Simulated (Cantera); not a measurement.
An isothermal, constant-pressure homogeneous reactor starts with 100 % N2O, at 1600 K and 10.00 Torr.

Model: GRI-Mech 3.0 (53 species, 325 reactions), integrated in Cantera. GRI-Mech 3.0 was tuned for natural gas; its chemistry of N2O as a main component is partial and can be far from experiment. Radical loss at walls, strong at low pressure, is not modelled. The temperature is held fixed by assumption; the heat of reaction is taken as removed at once.

x: mole fraction; the columns are a selection and need not sum to one.

```tsv
t (s)	x N2O	x NO2	x NO	x O	x N2
1.00e-5	1.000	<1e-12	2.31e-7	[?]	1.20e-5
3.05e-5	1.000	<1e-12	2.04e-6	[?]	3.81e-5
9.32e-5	1.000	1.13e-12	1.67e-5	[?]	0.000129
0.000285	0.999	4.88e-11	0.000110	[?]	0.000461
0.000869	0.997	1.01e-9	0.000503	0.000175	0.00160
0.00265	0.991	1.17e-8	0.00174	0.000175	0.00512
0.00809	0.972	1.05e-7	0.00546	0.000175	0.0157
0.0247	0.918	7.51e-7	0.0163	0.000175	0.0464
0.0754	0.776	3.92e-6	0.0447	0.000175	0.127
0.230	0.483	1.51e-5	0.103	0.000175	0.293
0.703	0.138	3.62e-5	0.172	0.000173	0.489
2.15	0.00503	5.37e-5	0.197	[?]	0.565
6.55	1.31e-5	9.54e-5	0.198	6.24e-5	0.568
20.0	1.00e-5	9.52e-5	0.197	6.23e-5	0.568
```

### Question
Fill in the missing entries.

### Answer

- 1.00e-5, x O: 1.13e-5
- 3.05e-5, x O: 3.23e-5
- 9.32e-5, x O: 8.11e-5
- 0.000285, x O: 0.000149
- 2.15, x O: 0.000138
